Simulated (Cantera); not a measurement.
A perfectly stirred reactor is fed with CH4 : C2H6 : O2 : N2 = 1 : 0.095 : 3.24 : 12.2 (molar parts), equivalence ratio 0.72, at 1130 Torr; it is adiabatic with a 525 K inlet, and is followed from long to short residence time, starting on the burning branch (τ in s: 0.35, 0.11, 0.036, 0.012, 0.0037, 0.0012, 0.00039, 0.00012, 4e-05, 1.3e-05, 4.2e-06).

Computed with Cantera and GRI-Mech 3.0 (53 species, 325 reactions).

Question: What does this change do: pressure from 1130 Torr to 7500 Torr?

Answer: 
| quantity | before | after |
|---|---|---|
| blow-out, bracketed by the residence times tried | burning at 0.120 ms, out at 40.0 µs | burning at 40.0 µs, out at 13.0 µs |
| x(CH4) at τ = 0.350 s | 1.09e-6 | 3.05e-7 |
| x(C2H6) at τ = 0.350 s | 1.55e-8 | 4.58e-9 |
| x(O2) at τ = 0.350 s | 0.0541 | 0.0538 |
| x(NO) at τ = 0.350 s | 0.000751 | 0.00148 |
| x(HO2) at τ = 0.350 s | 1.62e-6 | 2.58e-6 |
| x(CH4) at τ = 1.20 ms | 7.87e-5 | 4.63e-5 |
| x(C2H6) at τ = 1.20 ms | 1.84e-6 | 9.11e-7 |
| x(O2) at τ = 1.20 ms | 0.0568 | 0.0551 |
| x(NO) at τ = 1.20 ms | 4.16e-5 | 4.10e-5 |
| x(HO2) at τ = 1.20 ms | 9.15e-6 | 7.08e-6 |
